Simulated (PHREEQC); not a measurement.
0.027 g of hydrous ferric oxide (600 m²/g; 0.2 weak and 0.005 strong sites per Fe, Dzombak-Morel constants, diffuse double layer) in 1 kg of water with 0.1 mol/kgw of an inert sodium salt and 8.6e-06 mol/kgw CuCl2 and 3.6e-07 mol/kgw NiCl2, at 25 °C; the pH is set by adding NaOH or the inert anion's acid. Oxygen alone is held at its pressure in air (log pO2 = -0.68). No CO2 enters from the air. Nothing may precipitate in this run.

Model: ion-association model, wateq4f.dat, run in PHREEQC.

Predict Cu sorbed (%), surface charge σ (C/m²), surface potential ψ (mV) at pH = 4, 4.75, 7, 8.88, 10.


```json
[
 {"pH": "4", "Cu sorbed (%)": "0.2", "surface charge σ (C/m²)": "0.321", "surface potential ψ (mV)": "147"},
 {"pH": "4.75", "Cu sorbed (%)": "4.8", "surface charge σ (C/m²)": "0.244", "surface potential ψ (mV)": "133"},
 {"pH": "7", "Cu sorbed (%)": "97.3", "surface charge σ (C/m²)": "0.058", "surface potential ψ (mV)": "63"},
 {"pH": "8.88", "Cu sorbed (%)": "96.5", "surface charge σ (C/m²)": "-0.017", "surface potential ψ (mV)": "-23"},
 {"pH": "10", "Cu sorbed (%)": "92.6", "surface charge σ (C/m²)": "-0.072", "surface potential ψ (mV)": "-73"}
]
```

Complexes and solids missing from the database can't appear. The database's constant for dissolved Cu(OH)2 is higher than later reviews accept.
